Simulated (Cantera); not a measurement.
What does this Cantera script print?

```python
import numpy as np
import cantera as ct

gas_names = """
    ALCL N ALCL3
""".split()
cond_names = """
    ALN(s)
""".split()


def load(file, names, dense=False):
    # The tables refer to 1 bar. Condensed volumes are neglected.
    table = {s.name: s for s in ct.Species.list_from_file(file)}
    out = []
    for n in names:
        d = dict(table[n].input_data)
        d["thermo"] = dict(d["thermo"], **{"reference-pressure": 1e5})
        if dense:
            d["equation-of-state"] = {"model": "constant-volume", "density": "1e6 g/cm^3"}
        out.append(ct.Species.from_dict(d))
    return out


species = {s.name: s for s in load("nasa_gas.yaml", gas_names) + load("nasa_condensed.yaml", cond_names)}
# Each term lists the table entries of one substance; the one whose range holds T is used.
reactions = {
    '3 AlCl(g) + 2 N(g) = AlCl3(g) + 2 AlN':
        [(-3, ['ALCL']), (-2, ['N']), (1, ['ALCL3']), (2, ['ALN(s)'])],
}


def pick(names, T):
    return next(species[n] for n in names if species[n].thermo.min_temp <= T <= species[n].thermo.max_temp)


results = []
for label, terms in reactions.items():
    print(label)
    print("     T/K   dH/kJ  dS/(J/K)   dG/kJ   log10 K")
    for T in [300, 700, 800, 900, 1000, 1100]:
        used = [(nu, pick(names, T)) for nu, names in terms]
        dH = sum(nu * s.thermo.h(T) for nu, s in used) / 1e6
        dS = sum(nu * s.thermo.s(T) for nu, s in used) / 1e3
        dG = dH - T * dS / 1e3
        logK = -dG * 1e6 / (ct.gas_constant * T * np.log(10))
        results.append((label, T, dH, dS, dG, logK, [s.name for _, s in used]))
        print(f"{T:8g} {dH:8.1f} {dS:8.1f} {dG:8.1f} {logK:8.2f}")
```

Result:

```
3 AlCl(g) + 2 N(g) = AlCl3(g) + 2 AlN
     T/K   dH/kJ  dS/(J/K)   dG/kJ   log10 K
     300  -2011.6   -635.8  -1820.8   317.03
     700  -2008.8   -631.8  -1566.6   116.90
     800  -2006.8   -629.1  -1503.5    98.17
     900  -2004.6   -626.5  -1440.7    83.62
    1000  -2002.2   -623.9  -1378.2    71.99
    1100  -1999.6   -621.6  -1315.9    62.49
```

Standard-state values (1 bar) from the NASA 1993 polynomials, evaluated with Cantera. Condensed species are held in their standard states even where they would react or evaporate.
